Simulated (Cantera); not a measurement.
## SiHCl3 + N2 + H2 (silicon nitride deposition)

A closed system holds: 1 mol SiHCl3, 0.41 mol N2, a varied amount of H2, equilibrated at 345 Torr.

Equilibrium computed with Cantera from the NASA thermochemical tables; the gas is ideal and each condensed phase is pure. Candidate condensed phases: NH4Cl, Si, Si3N4; 28 gas species. N2 is the only nitrogen source here; it is nearly inert below about 1500 K, so the nitride shown seldom forms there in practice. Mutual solubility and eutectic melting of coexisting phases are not modelled. The tables' values for SiCl3 are old estimates. Kinetics and transport are ignored.

Stable condensed phases:

```
T in K \ n(H2) in mol
         2.9 7.2  11  16  20  24  29  33  37  41
   1773    A   A   A   B   B   B   B   C   C   C
   1698    A   A   A   A   A   A   B   B   B   B
   1623    A   A   A   A   A   A   A   A   A   B
   1548    A   A   A   A   A   A   A   A   A   A
   1473    A   A   A   A   A   A   A   A   A   A
   1398    A   A   A   A   A   A   A   A   A   A
   1323    A   A   A   A   A   A   A   A   A   A
   1248    A   A   A   A   A   A   A   A   A   A
   1173    A   A   A   A   A   A   A   A   A   A
   1098    A   A   A   A   A   A   A   A   A   A
```

A: Si3N4; B: Si + Si3N4; C: Si.
